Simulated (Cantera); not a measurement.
**Catalytic stagnation flow on Pt**

A jet of CH4 : O2 : N2 = 0.034 : 0.11 : 0.79 (molar parts) at 300 K and 0.128 atm hits a platinum plate 9.9 cm away at a mass flux of 0.029 kg/m²/s; the plate temperature is set and raised in steps from an oxygen-covered start.

Cantera simulation using Deutschmann's 1995 Pt surface mechanism with GRI-Mech 3.0 gas chemistry; the numbers are that mechanism's predictions, not measurements. Catalytic surfaces can have several steady states; this one follows from the mechanism file's or the stated starting coverage.

| plate T (K) | wall x CH4 | wall x O2 | wall x H2O | wall x OH | wall x CO | wall x CO2 | θ free Pt | θ O* | θ OH* |
|---|---|---|---|---|---|---|---|---|---|
| 950 | 0.00900 | 0.0595 | 0.0510 | 1.02e-7 | 4.89e-6 | 0.0337 | 0.279 | 0.719 | 0.00197 |
| 1000 | 0.00598 | 0.0532 | 0.0564 | 2.63e-7 | 4.43e-6 | 0.0373 | 0.353 | 0.645 | 0.00184 |
| 1050 | 0.00424 | 0.0495 | 0.0595 | 6.13e-7 | 4.20e-6 | 0.0394 | 0.425 | 0.573 | 0.00166 |
| 1100 | 0.00318 | 0.0474 | 0.0613 | 1.31e-6 | 4.18e-6 | 0.0406 | 0.495 | 0.504 | 0.00146 |
| 1150 | 0.00249 | 0.0462 | 0.0623 | 2.58e-6 | 4.33e-6 | 0.0413 | 0.560 | 0.439 | 0.00127 |
| 1200 | 0.00199 | 0.0456 | 0.0628 | 4.77e-6 | 4.89e-6 | 0.0414 | 0.620 | 0.379 | 0.00109 |
| 1250 | 0.00141 | 0.0449 | 0.0637 | 8.41e-6 | 7.07e-6 | 0.0416 | 0.676 | 0.323 | 0.000943 |
| 1300 | 0.000774 | 0.0432 | 0.0654 | 1.42e-5 | 1.05e-5 | 0.0424 | 0.728 | 0.271 | 0.000813 |
x: mole fraction at the wall; θ: surface coverage.
